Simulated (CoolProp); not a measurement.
Vapour pressure (MPa) of normal hydrogen: the reference equation beside estimates from Tc = 33.1 K, pc = 1.296 MPa, ω = -0.219. Clausius-Clapeyron is anchored at 25.8 K with a constant enthalpy of vaporisation of 0.8020 kJ/mol.

The numbers come from the reference Helmholtz-energy equation of state, Leachman 2009 in CoolProp.

| T (K) | reference | Clausius-Clapeyron | Redlich-Kwong |
|---|---|---|---|
| 22.6 | 0.1853 | 0.2229 | 0.09047 |
| 23.4 | 0.2248 | 0.2580 | 0.1218 |
| 24.2 | 0.2699 | … | 0.1602 |
| 25 | … | 0.3359 | 0.2066 |
| 25.8 | 0.3785 | 0.3785 | … |
| 26.6 | 0.4430 | 0.4236 | 0.3261 |
| 27.4 | 0.5147 | 0.4709 | 0.4008 |
| 28.2 | 0.5942 | 0.5204 | 0.4864 |
| 29 | 0.6821 | 0.5719 | 0.5836 |
| 29.8 | 0.7787 | 0.6253 | 0.6930 |
| 30.6 | 0.8848 | 0.6805 | 0.8152 |
| 31.4 | 1.001 | 0.7374 | 0.9509 |
| 32.2 | 1.129 | 0.7959 | 1.101 |

Q: Complete the blanks.

A: 
- 24.2, Clausius-Clapeyron: 0.2956
- 25, reference: 0.3210
- 25.8, Redlich-Kwong: 0.2616

Absolute difference from the reference over all 13 rows, mean and median: Clausius-Clapeyron 14.6 and 14.8 %, Redlich-Kwong 24.0 and 22.1 %.
